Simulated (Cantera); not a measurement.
# Ignition delay

Mixture: 15.8 % CO, 9.18 % H₂, 10.4 % O₂, 64.6 % N₂, equivalence ratio 1.2, at 750 Torr, adiabatic and at constant volume. Ignition delay is the time to a rise of 400 K.

Model: GRI-Mech 3.0 (53 species, 325 reactions), integrated in Cantera. Where the delays flatten at high temperature, the 400 K rule measures the pace of heat release, not the induction time.

```
T0 (K)  delay (ms)
------  ----------
1175        0.0946
1250        0.0679
1325        0.0532
1400        0.0446
1475        0.0397
1550        0.0373
```
